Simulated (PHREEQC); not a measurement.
PHREEQC input (ion-association model, phreeqc.dat):

```
SOLUTION_SPECIES
  2 NO3- + 12 H+ + 10 e- = N2 + 6 H2O  # shut off: nitrate stays nitrate
    -log_k -100
    -delta_h 0
    -analytic -100
SOLUTION 1
  temp 20
  units mol/kgw
  pH 7 charge
  N(5) 0.00666
  K 0.0057
  C(4) 2e-05
SOLUTION 2
  temp 20
  units mol/kgw
  pH 7 charge
  F 0.13
  K 0.0018
END
SELECTED_OUTPUT 1
  -reset false
  -pH true
  -pe true
  -ionic_strength true
  -water true
  -totals C F K N C(-4) C(4) N(5) N(3) N(0) N(-3)
  -molalities H+ K+ CO3-2 NO3- F- OH- O2 HCO3- CO2 (CO2)2
    NO2- NH4+ NH3 HF HF2-
PRINT
  -reset false
MIX 1
  1 1
  2 0
EQUILIBRIUM_PHASES 1
  O2(g) -0.68 10
END
# ... the last block is repeated for the other 10 points of share of solution B
```

Selected output (columns that matter, 11 of 11 rows; share of solution B added in front):

```
share of solution B	pH	mu	C	F	K	N	m_H+	m_K+	m_NO3-	m_F-	m_OH-	m_CO2	m_HF	m_HF2-
0	3.051	0.00666	2e-05	0	0.0057	0.00666	0.00096001	0.0057	0.00666	0	8.3955e-12	1.999e-05	0	0
0.1	2.5049	0.0087154	1.8e-05	0.013	0.00531	0.005994	0.0034054	0.00531	0.005994	0.0026231	2.4139e-12	1.7997e-05	0.01018	9.8276e-05
0.2	2.3642	0.0096443	1.6e-05	0.026	0.00492	0.005328	0.0047243	0.00492	0.005328	0.0040016	1.7536e-12	1.5998e-05	0.021369	0.0003147
0.3	2.2776	0.01031	1.4e-05	0.039	0.00453	0.004662	0.0057797	0.00453	0.004662	0.0050403	1.4409e-12	1.3999e-05	0.032745	0.0006074
0.4	2.214	0.010844	1.2e-05	0.052	0.00414	0.003996	0.006704	0.00414	0.003996	0.0058901	1.2472e-12	1.1999e-05	0.044194	0.00095799
0.5	2.1631	0.011299	1e-05	0.065	0.00375	0.00333	0.0075488	0.00375	0.00333	0.0066136	1.1112e-12	9.9993e-06	0.055676	0.0013551
0.6	2.1203	0.0117	8e-06	0.078	0.00336	0.002664	0.0083398	0.00336	0.002664	0.0072448	1.0086e-12	7.9995e-06	0.067173	0.001791
0.7	2.0833	0.012062	6e-06	0.091	0.00297	0.001998	0.0090922	0.00297	0.001998	0.0078044	9.2741e-13	5.9997e-06	0.078676	0.0022598
0.8	2.0505	0.012396	4e-06	0.104	0.00258	0.001332	0.0098155	0.00258	0.001332	0.0083067	8.6093e-13	3.9998e-06	0.09018	0.0027569
0.9	2.0209	0.012706	2e-06	0.117	0.00219	0.000666	0.010516	0.00219	0.000666	0.0087616	8.0515e-13	1.9999e-06	0.10168	0.0032787
1	1.994	0.012999	0	0.13	0.0018	0	0.011199	0.0018	0	0.0091768	7.5743e-13	0	0.11318	0.0038224
```

Species that the database lacks are ignored.
